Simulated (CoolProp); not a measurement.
A single-stage vapour-compression cycle with the fluid: evaporating at 268.15 K (dew point), condensing at 313.15 K (bubble point), superheat 8 K, subcooling 0 K, compressor efficiency 0.6, no pressure losses. The same conditions are run with several fluids, on thermodynamics alone (safety and materials aside).

Computed with CoolProp (reference Helmholtz-energy equation of state of each fluid (C3F8 (R218): Lemmon 2006; cis-2-butene: Lemmon 2005; c-C4F8 (RC318): Platzer 1990; ammonia: Gao 2020; n-perfluorobutane: Gao 2022; propylene: Lemmon 2013)). The equations of Platzer and Polt are older, rougher fits.

Task: Rank C3F8 (R218), cis-2-butene, c-C4F8 (RC318), ammonia, n-perfluorobutane, propylene by cooling COP, highest first.

Result: cis-2-butene (3.05), ammonia (2.92), propylene (2.76), c-C4F8 (RC318) (2.60), n-perfluorobutane (2.36), C3F8 (R218) (2.15)

```tsv
fluid	pressure ratio	discharge temperature (K)	refrigerating effect (kJ/kg)	volumetric capacity (kJ/m³)
C3F8 (R218)	3.63	317.0	47.4	1530
cis-2-butene	4.71	353.0	334	603
c-C4F8 (RC318)	4.66	317.8	73.0	700
ammonia	4.38	445.1	1090	3020
n-perfluorobutane	4.69	313.2	54.2	525
propylene	3.29	351.2	281	2860
```

The compression ends wet for: n-perfluorobutane.
